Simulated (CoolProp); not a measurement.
n-nonane along the isotherm 600 K: Z from the reference equation and from simpler models built on Tc = 594.5 K, pc = 2.282 MPa, ω = 0.443; each cubic takes its own stable root.

Computed with CoolProp (reference Helmholtz-energy equation of state, Lemmon 2006). It is a short technical equation, of lower accuracy than the large ones.

| p (MPa) | phase | reference |
|---|---|---|
| 0.38 | gas | 0.9412 |
| 0.761 | gas | 0.8761 |
| 1.14 | gas | 0.8029 |
| 1.52 | gas | 0.7170 |
| 1.9 | gas | 0.6094 |
| 2.28 | gas | 0.4469 |
| 2.66 | supercritical | 0.2103 |
| 3.04 | supercritical | 0.2165 |
| 3.42 | supercritical | 0.2319 |
| 3.8 | supercritical | 0.2494 |
| 4.18 | supercritical | 0.2677 |
| 4.56 | supercritical | 0.2863 |
| 4.94 | supercritical | 0.3050 |
| 5.32 | supercritical | 0.3237 |
| 5.7 | supercritical | 0.3424 |

**Question.** How far does each simpler model (van der Waals, Redlich-Kwong, Peng-Robinson) lie from the reference over these 15 states: mean and median of the absolute difference, and the worst?

**Answer.** 
- van der Waals: mean 32.5 %, median 49.2 %, worst +51.9 % at 600 K and 3.04 MPa
- Redlich-Kwong: mean 16.0 %, median 21.6 %, worst +29.9 % at 600 K and 2.66 MPa
- Peng-Robinson: mean 9.2 %, median 10.3 %, worst +23.2 % at 600 K and 2.66 MPa
